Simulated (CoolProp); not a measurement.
Vapour-liquid equilibrium of R125 (1) + n-butane (2) at 0.254 MPa; x and y are mole fractions of (1).

Model: multi-fluid Helmholtz-energy mixture model, Lemmon 2005 and Bücker 2006; pair parameters Bell 2016, in CoolProp.

```json
[
 {"x": "0.05", "bubble temperature (°C)": "[?]", "y at the bubble point": "0.505", "dew temperature at overall composition x (°C)": "[?]", "liquid density (mol/L)": "10.24"},
 {"x": "0.125", "bubble temperature (°C)": "-10.6", "y at the bubble point": "0.744", "dew temperature at overall composition x (°C)": "22.0", "liquid density (mol/L)": "10.58"},
 {"x": "0.2", "bubble temperature (°C)": "-17.8", "y at the bubble point": "0.819", "dew temperature at overall composition x (°C)": "19.2", "liquid density (mol/L)": "10.75"},
 {"x": "0.275", "bubble temperature (°C)": "-21.3", "y at the bubble point": "0.851", "dew temperature at overall composition x (°C)": "[?]", "liquid density (mol/L)": "10.86"},
 {"x": "0.35", "bubble temperature (°C)": "[?]", "y at the bubble point": "0.866", "dew temperature at overall composition x (°C)": "13.0", "liquid density (mol/L)": "[?]"},
 {"x": "0.425", "bubble temperature (°C)": "-23.9", "y at the bubble point": "0.874", "dew temperature at overall composition x (°C)": "9.6", "liquid density (mol/L)": "11.02"},
 {"x": "0.5", "bubble temperature (°C)": "-24.4", "y at the bubble point": "0.879", "dew temperature at overall composition x (°C)": "5.7", "liquid density (mol/L)": "11.09"},
 {"x": "0.575", "bubble temperature (°C)": "[?]", "y at the bubble point": "0.883", "dew temperature at overall composition x (°C)": "1.5", "liquid density (mol/L)": "[?]"},
 {"x": "0.65", "bubble temperature (°C)": "-25.1", "y at the bubble point": "0.887", "dew temperature at overall composition x (°C)": "-3.4", "liquid density (mol/L)": "11.26"},
 {"x": "0.725", "bubble temperature (°C)": "-25.5", "y at the bubble point": "0.895", "dew temperature at overall composition x (°C)": "-9.0", "liquid density (mol/L)": "11.36"},
 {"x": "0.8", "bubble temperature (°C)": "-26.0", "y at the bubble point": "0.907", "dew temperature at overall composition x (°C)": "-15.8", "liquid density (mol/L)": "[?]"},
 {"x": "0.875", "bubble temperature (°C)": "-26.6", "y at the bubble point": "0.927", "dew temperature at overall composition x (°C)": "-24.1", "liquid density (mol/L)": "11.65"},
 {"x": "0.95", "bubble temperature (°C)": "-27.1", "y at the bubble point": "0.963", "dew temperature at overall composition x (°C)": "-27.0", "liquid density (mol/L)": "11.83"}
]
```

Question: Some entries are withheld; supply them.

Answer: 
- 0.05, bubble temperature (°C): 5.5
- 0.05, dew temperature at overall composition x (°C): 24.7
- 0.275, dew temperature at overall composition x (°C): 16.2
- 0.35, bubble temperature (°C): -23.0
- 0.35, liquid density (mol/L): 10.95
- 0.575, bubble temperature (°C): -24.8
- 0.575, liquid density (mol/L): 11.17
- 0.8, liquid density (mol/L): 11.50

No azeotrope shows between x = 0.05 and 0.95.

Pair parameters are fitted to limited data, so mixtures are less certain than the pure fluids. With so large a gap from Raoult's law the liquid may split in two, which this calculation doesn't test in full.
